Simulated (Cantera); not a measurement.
# Adiabatic ignition

An adiabatic, constant-pressure homogeneous reactor starts with CH₃OH : O₂ : N₂ : CO₂ = 1 : 1.36 : 5.13 : 0.86 (molar parts), equivalence ratio 1.1, at 1750 K and 4.24 atm.

Computed with Cantera and GRI-Mech 3.0 (53 species, 325 reactions). GRI-Mech 3.0 was tuned for natural gas; its chemistry of methanol as a main component is partial and can be far from experiment.

```csv
t (s),T (K),x CH₃OH,x O₂,x CO₂,x N₂O,x H₂O
2.00e-6,1751,0.116,0.160,0.103,1.36e-8,0.00185
5.16e-6,1787,0.0934,0.148,0.101,9.87e-8,0.0163
1.33e-5,2428,<1e-12,0.0344,0.104,3.84e-7,0.166
3.44e-5,2740,<1e-12,0.0232,0.126,6.52e-7,0.186
8.87e-5,2798,<1e-12,0.0203,0.132,7.53e-7,0.189
0.000229,2796,<1e-12,0.0197,0.132,7.56e-7,0.189
0.000591,2791,<1e-12,0.0186,0.131,7.80e-7,0.190
0.00152,2786,<1e-12,0.0176,0.131,8.26e-7,0.190
0.00394,2785,<1e-12,0.0174,0.131,8.37e-7,0.190
0.0102,2785,<1e-12,0.0174,0.131,8.37e-7,0.190
0.0262,2785,<1e-12,0.0174,0.131,8.37e-7,0.190
0.0676,2785,<1e-12,0.0174,0.131,8.37e-7,0.190
0.175,2785,<1e-12,0.0174,0.131,8.37e-7,0.190
0.450,2785,<1e-12,0.0174,0.131,8.37e-7,0.190
1.16,2785,<1e-12,0.0174,0.131,8.37e-7,0.190
3.00,2785,<1e-12,0.0174,0.131,8.37e-7,0.190
```
x: mole fraction; the columns are a selection and need not sum to one.

```json
{
  "time_of_steepest_temperature_rise": "9.35 µs",
  "temperature at 3.00 s": "2785 K",
  "equilibrium_temperature": "2785 K",
  "x(CH₃OH) at 3.00 s": "<1e-12 (gas-phase equilibrium <1e-12)",
  "x(O₂) at 3.00 s": "0.0174 (gas-phase equilibrium 0.0174)",
  "x(CO₂) at 3.00 s": "0.131 (gas-phase equilibrium 0.131)"
}
```
